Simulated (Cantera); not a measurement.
An isothermal, constant-pressure homogeneous reactor starts with 22.7 % CH₄, 77.3 % H₂, at 1548 K and 10.00 Torr.

Cantera simulation using GRI-Mech 3.0 (53 species, 325 reactions); the numbers are that mechanism's predictions, not measurements. GRI-Mech 3.0 stops at C3 and has no aromatics, soot or wall deposition, so with more carbon than oxygen in the feed, carbon stays in small species such as C2H2 where larger ones or solid carbon would form. Radical loss at walls, strong at low pressure, is not modelled.

### Question
Predict: x(CH₄) at 6.00 s; x(H₂) at 6.00 s; x(C₂H) at 6.00 s; x(H) at 6.00 s; x(C₂H₆) at 6.00 s.

### Answer
- x(CH₄) at 6.00 s = 0.0768 (gas-phase equilibrium 0.00179)
- x(H₂) at 6.00 s = 0.862 (gas-phase equilibrium 0.906)
- x(C₂H) at 6.00 s = 3.02e-8 (gas-phase equilibrium 6.49e-8)
- x(H) at 6.00 s = 0.000171 (gas-phase equilibrium 0.000256)
- x(C₂H₆) at 6.00 s = 8.11e-6 (gas-phase equilibrium 1.43e-8)
